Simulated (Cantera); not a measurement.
A Cantera script and what it prints.

```python
import numpy as np
import cantera as ct

gas_names = """
    H HO2 H2 H2O H2O2 H2S H2SO4 O OH O2 O3 S SH SO SO2 SO3 S2 S2O S8
""".split()
cond_names = """
    H2O(s) H2O(L) H2SO4(L) S(cr1) S(cr2) S(L)
""".split()


# ... load() reads the species with a 1 bar reference pressure and builds the phases ...
atoms = {
    'H2S': {'H': 2, 'S': 1},
    'SO2': {'S': 1, 'O': 2},
}
top_T = {}  # K; cautious upper limits of use, not melting points


# ... equilibrate(T, P, feed) seeds the gas with the atoms and calls Mixture.equilibrate('TP', solver="vcs", rtol=1e-11, max_steps=5000) ...
results = []
feed = {'H2S': 1, 'SO2': 0.096}  # mol
T = 1675  # K
P = 85  # Pa
mix = equilibrate(T, P, feed)
results.append((T, P, feed, dict(zip(mix.species_names, mix.species_moles))))
print(gas.report(threshold=1e-06))
for i in range(1, mix.n_phases):
    print(f"{mix.phase(i).name:16s} {mix.phase_moles(i):12.5e} mol")
```

Output:

```
       temperature   1675 K
          pressure   85 Pa
           density   0.00015808 kg/m^3
  mean mol. weight   25.901 kg/kmol
   phase of matter   gas

                          1 kg             1 kmol
                     ---------------   ---------------
          enthalpy        2.5426e+06        6.5855e+07  J
   internal energy        2.0049e+06        5.1928e+07  J
           entropy             11517         2.983e+05  J/K
    Gibbs function       -1.6749e+07        -4.338e+08  J
 heat capacity c_p            1435.9             37191  J/K
 heat capacity c_v            1114.9             28876  J/K

                      mass frac. Y      mole frac. X     chem. pot. / RT
                     ---------------   ---------------   ---------------
                 H        0.00011145         0.0028638            -13.33
                H2          0.040249            0.5171            -26.66
               H2O          0.072613            0.1044           -53.414
               H2S          0.019365          0.014719           -41.787
                OH        1.8362e-05        2.7965e-05           -40.084
                 S         0.0061231         0.0049468           -15.127
                SH          0.015899          0.012453           -28.457
                SO           0.01455         0.0078418           -41.881
               SO2          0.013716         0.0055457           -68.636
                S2           0.81653           0.32983           -30.254
               S2O        0.00082739        0.00026748           -57.008
     [   +8 minor]        9.2263e-08         1.368e-07

S(L)              0.00000e+00 mol
```

These are equilibrium values from Cantera (NASA tables, ideal gas, pure condensed phases), not measurements of a reactor.
